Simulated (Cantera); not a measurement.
Charge: 1 mol Si₃N₄, 0.061 mol O₂, 22 mol H₂, at 1048.15 K and 75.0 Torr.

Method: chemical equilibrium by Gibbs-energy minimisation in Cantera with the NASA 1993 tables (ideal gas, pure condensed phases). Candidate condensed phases: H₂O, Si, SiO₂, Si₂N₂O, Si₃N₄; 35 gas species. Mutual solubility and eutectic melting of coexisting phases are not modelled. Kinetics and transport are ignored.

**Question.** What is the equilibrium state?

**Answer.** 
```
Property                              Value
--------------------------------  ---------
x(H₂)                                 0.998
x(N₂)                               0.00184
x(NH₃)                              1.84e-6
n(Si₂N₂O(s))                      0.122 mol
n(Si₃N₄(s))                       0.919 mol
gas amount                        22.04 mol
log10 activity of Si(s) (absent)      -4.11
```
